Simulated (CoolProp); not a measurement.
Vapour-liquid equilibrium of n-octane (1) + p-xylene (2) at 0.28 MPa; x and y are mole fractions of (1).

Computed with CoolProp (multi-fluid Helmholtz-energy mixture model, Beckmüller 2019 and Zhou 2012; pair parameters Bell 2016).

```tsv
x	bubble temperature, mixture model (K)	bubble temperature, Raoult's law (K)	y, mixture model	y, Raoult's law
0.05	452.6	453.2	0.075	0.067
0.125	450.7	452.0	0.176	0.162
0.2	449.1	450.9	0.267	0.253
0.275	447.7	449.7	0.349	0.340
0.35	446.4	448.6	0.425	0.423
0.425	445.3	447.5	0.496	0.501
0.5	444.4	446.4	0.565	0.577
0.575	443.5	445.4	0.632	0.648
0.65	442.7	444.3	0.697	0.717
0.725	442.0	443.3	0.762	0.782
0.8	441.3	442.4	0.826	0.845
0.875	440.7	441.4	0.891	0.905
0.95	440.2	440.5	0.956	0.963
```

The largest gap from Raoult's law is -2.2 K in bubble temperature, at x = 0.425. No azeotrope shows between x = 0.05 and 0.95.

Pair parameters are fitted to limited data, so mixtures are less certain than the pure fluids.
